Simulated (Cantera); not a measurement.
Input: 1 mol CuO, 2300 mol H2, 5.3 mol H2O, equilibrated at 1223 K and 1.00 bar.

Cantera equilibrium calculation (NASA polynomials, part measured and part estimated; ideal gas, pure solids and liquids). Candidate condensed phases: Cu, CuO, Cu(OH)2, Cu2O, H2O; 12 gas species. Kinetics and transport are ignored.

Question: What is the equilibrium state?

Answer: 
* **x(H2)**: 0.997
* **x(H2O)**: 0.00273
* **n(Cu(s))**: 1.000 mol
* **gas amount**: 2305 mol
* **log10 activity of Cu(OH)2(s) (absent)**: -14.27
